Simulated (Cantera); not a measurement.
A closed system holds: 1 mol AlCl3, 1.9 mol NH3, 290 mol N2, held at 1523.15 K and 90.0 Torr.

These are equilibrium values from Cantera (NASA tables, ideal gas, pure condensed phases), not measurements of a reactor. Candidate condensed phases: Al, AlCl3, AlN, NH4Cl; 20 gas species. The tables' values for AlCl2 are old estimates; treat these amounts as uncertain. Rates play no part.

Base state: N2 0.986, H2 0.00768, HCl 0.00395, AlCl3 0.00174, AlCl 0.000386, AlCl2 0.000307 (mole fractions); condensed: AlN(s).

Question: What changes in the equilibrium state with this change: NH3 from 1.9 to 400 mol?

Answer: 
```
species        before    after
-----------  --------  -------
H2            0.00768    0.549
N2              0.986    0.449
HCl           0.00395  0.00269
AlCl3         0.00174  1.35e-6
AlCl         0.000386  4.61e-5
AlCl2        0.000307  2.95e-6
H             5.86e-6  4.95e-5
AlN(s), mol     0.283    0.945
```
